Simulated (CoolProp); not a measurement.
A closed Brayton cycle with nitrogen: compressor inlet 324.15 K and 5.1 MPa, high pressure 16 MPa, turbine inlet 875 K, compressor efficiency 0.85, turbine efficiency 0.85, recuperator effectiveness 0.9 (on enthalpy, no pinch check). Each further row changes one setting.

Model: reference Helmholtz-energy equation of state, Span 2000, in CoolProp.

```csv
case,thermal efficiency (%),net work (kJ/kg),compressor to turbine work,compressor exit (K),turbine exit (K)
as stated,26.7,67.3,0.70,473.2,679.9
turbine inlet 825 K,23.2,54.3,0.75,473.2,639.4
compressor inlet 334.15 K,24.9,62.2,0.73,487.5,679.9
high pressure 13.6 MPa,28.5,65.2,0.67,448.9,704.6
recuperator effectiveness 0.5,19.7,67.3,0.70,473.2,679.9
```
